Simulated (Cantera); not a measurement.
Input (Python, Cantera) and output of one run.

```python
import numpy as np
import cantera as ct

gas_names = """
    C CH CH2 CH3 CH2OH CH3O CH4 CH3OH CO CO2 COOH C2 C2H CHCO,ketyl C2H2,acetylene C2H2,vinylidene
    CH2CO,ketene C2H3,vinyl CH3CO,acetyl C2H4 C2H4O,ethylen CH3CHO,ethanal CH3COOH (HCOOH)2 C2H5 C2H6
    CH3OCH3 C2H5OH C2O C3 C3H3,propargyl C3H4,allene C3H4,propyne C3H4,cyclo- C3H5,allyl C3H6,propylene
    C3H6,cyclo- C3H6O C3H7,n-propyl C3H7,i-propyl C3H8 C3H8O,1propanol C3H8O,2propanol C3O2 C4 C4H2
    C4H4,1,3-cyclo- C4H6,butadiene C4H6,2-butyne C4H6,cyclo- C4H8,1-butene C4H8,cis2-buten
    C4H8,tr2-butene C4H8,isobutene C4H8,cyclo- (CH3COOH)2 C4H9,n-butyl C4H9,i-butyl C4H9,s-butyl
    C4H9,t-butyl C4H10,isobutane C4H10,n-butane C5 C5H6,1,3cyclo- C5H8,cyclo- C5H10,1-pentene
    C5H10,cyclo- C5H11,pentyl C5H11,t-pentyl C5H12,n-pentane C5H12,i-pentane CH3C(CH3)2CH3 C6H2
    C6H5,phenyl C6H5O,phenoxy C6H6 C6H5OH,phenol C6H10,cyclo- C6H12,1-hexene C6H12,cyclo- C6H13,n-hexyl
    C7H7,benzyl C7H8 C7H8O,cresol C7H14,1-heptene C7H15,n-heptyl C7H16,n-heptane C8H8,styrene
    C8H10,ethylbenz C8H16,1-octene C8H17,n-octyl C8H18,isooctane C8H18,n-octane C9H19,n-nonyl
    C10H8,naphthale C10H21,n-decyl C12H9,o-bipheny C12H10,bipheny H HCO HO2 H2 HCHO,formaldehy HCOOH H2O
    H2O2 O OH O2 O3 Ti TiO TiO2
""".split()
cond_names = """
    C(gr) C6H6(L) C7H8(L) C8H18(L),n-octa H2O(s) H2O(L) Ti(a) Ti(b) Ti(L) TiC(s) TiC(L) TiO(a) TiO(b)
    TiO(L) TiO2(ru) TiO2(L) Ti2O3(a) Ti2O3(b) Ti2O3(L) Ti3O5(a) Ti3O5(b) Ti3O5(L) Ti4O7(s) Ti4O7(L)
""".split()


def load(file, names, dense=False):
    # The tables refer to 1 bar. Condensed volumes are neglected.
    table = {s.name: s for s in ct.Species.list_from_file(file)}
    out = []
    for n in names:
        d = dict(table[n].input_data)
        d["thermo"] = dict(d["thermo"], **{"reference-pressure": 1e5})
        if dense:
            d["equation-of-state"] = {"model": "constant-volume", "density": "1e6 g/cm^3"}
        out.append(ct.Species.from_dict(d))
    return out


gas = ct.Solution(thermo="ideal-gas", species=load("nasa_gas.yaml", gas_names))
cond = {s.name: ct.Solution(thermo="fixed-stoichiometry", species=[s], name=s.name)
        for s in load("nasa_condensed.yaml", cond_names, dense=True)}
atoms = {
    'Ti': {'Ti': 1},
    'CO2': {'C': 1, 'O': 2},
    'H2': {'H': 2},
}
top_T = {'C(gr)': 4500}  # K; cautious upper limits of use, not melting points


def equilibrate(T, P, feed):
    n = {}
    for name, mol in feed.items():
        for a, k in atoms[name].items():
            n[a] = n.get(a, 0.0) + k * mol
    gas.TPX = T, P, n
    mass = sum(n.values()) * gas.mean_molecular_weight
    gas.equilibrate("TP")
    valid = [c for c in cond.values() if c.min_temp <= T <= top_T.get(c.name, c.max_temp)]
    mix = ct.Mixture([(gas, mass / gas.mean_molecular_weight)] + [(c, 0.0) for c in valid])
    mix.T, mix.P = T, P
    mix.equilibrate("TP", solver="vcs", rtol=1e-11, max_steps=5000)
    return mix


results = []
feed = {'Ti': 1, 'CO2': 0.042, 'H2': 32}  # mol
T = 2073  # K
for P in [10, 48, 230, 1100, 5500, 26000, 130000, 620000, 3000000]:
    mix = equilibrate(T, P, feed)
    results.append((T, P, feed, dict(zip(mix.species_names, mix.species_moles))))

top = {s: max(r[3][s] / sum(r[3][g] for g in gas_names) for r in results) for s in gas_names}
cols = sorted((s for s in top if top[s] > 0.001), key=lambda s: -top[s])[:7]
seen = [c for c in cond_names if any(r[3].get(c, 0) > 1e-12 for r in results)]
print("log10 of partial pressures in bar; condensed amounts in mol")
print(f"{'P/Pa':>10s}" + "".join(f"{s[:9]:>10s}" for s in cols + seen))
for T, P, feed, n in results:
    ng = sum(n[g] for g in gas_names)
    print(f"{P:10.4g}" + "".join(f"{np.log10(max(n[s] / ng * P / 1e5, 1e-99)):10.3f}" for s in cols)
          + "".join(f"{n.get(c, 0):10.4g}" for c in seen))
```

It prints:

```
log10 of partial pressures in bar; condensed amounts in mol
      P/Pa        H2         H        Ti        CO       TiO     Ti(L)    TiC(s)    TiO(L)
        10    -4.128    -4.644    -5.590    -6.948    -6.949         0         0         0
        48    -3.385    -4.272    -4.881    -6.239    -6.240         0         0         0
       230    -2.668    -3.914    -4.601    -5.538    -5.670     0.595         0   0.01093
      1100    -1.971    -3.565    -4.601    -5.461    -5.670    0.8205   0.03177   0.06737
      5500    -1.265    -3.212    -4.601    -5.461    -5.670    0.8635   0.03997   0.08064
   2.6e+04    -0.587    -2.874    -4.601    -5.461    -5.670    0.8718   0.04157   0.08323
   1.3e+05     0.113    -2.524    -4.601    -5.461    -5.670    0.8736   0.04191   0.08378
   6.2e+05     0.792    -2.184    -4.601    -5.461    -5.670     0.874   0.04197   0.08389
     3e+06     1.477    -1.842    -4.601    -5.461    -5.670    0.8741   0.04196   0.08391
```

Cantera equilibrium calculation (NASA polynomials, part measured and part estimated; ideal gas, pure solids and liquids). Each liquid is taken as pure. Mutual solubility and eutectic melting of coexisting phases are not modelled. TiC, TiO: taken at fixed stoichiometry. Condensed phases not in the tables: solid solutions among these carbides, nitrides and lower oxides, N, O or C dissolved in the metal.
